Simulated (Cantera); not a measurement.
A closed system holds: 1 mol Cr₂O₃, 2400 mol H₂, 0.45 mol H₂O, at 563 Torr.

Method: chemical equilibrium by Gibbs-energy minimisation in Cantera with the NASA 1993 tables (ideal gas, pure condensed phases). Candidate condensed phases: Cr, Cr₂O₃, H₂O; 13 gas species. Mutual solubility and eutectic melting of coexisting phases are not modelled. The numbers say what is thermodynamically allowed, not how fast it happens.

Task: At 1475 K, list the 3 most abundant gas species with their mole fractions, and the condensed phases.

Result: H₂ 0.999, H₂O 0.00105, H 1.50e-5. Condensed: Cr(s) + Cr₂O₃(s).
